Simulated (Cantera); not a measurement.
Charge: 1 mol V2O3, 0.94 mol H2, 9 mol N2, equilibrated at 975 K and 6.90 mbar.

Cantera equilibrium calculation (NASA polynomials, part measured and part estimated; ideal gas, pure solids and liquids). Candidate condensed phases: H2O, V, VN, VO, V2O3, V2O4, V2O5; 28 gas species. VN: taken at fixed stoichiometry. Condensed phases not in the tables: the oxides between V2O3 and V2O5 other than VO2, V2N. Equilibrium is a limit: real reactors are often held back by kinetics, nucleation or transport.

Base state: N2 0.905, H2 0.0944, H2O 0.000130 (mole fractions); condensed: VN(s) + V2O3(s).

Question: What changes in the equilibrium state with this change: V2O3 replaced by PbO?

Answer: 
```tsv
species	before	after
N2	0.905	0.904
H2O	0.000130	0.0944
Pb	0	0.00133
H2	0.0944	1.27e-5
PbO	0	1.88e-5
VN(s), mol	0.000860	0
V2O3(s), mol	1.000	0
Pb(l), mol	0	0.927
PbO(yellow), mol	0	0.0599
```
Further candidate phases: Pb, PbO, PbO2, Pb3O4.
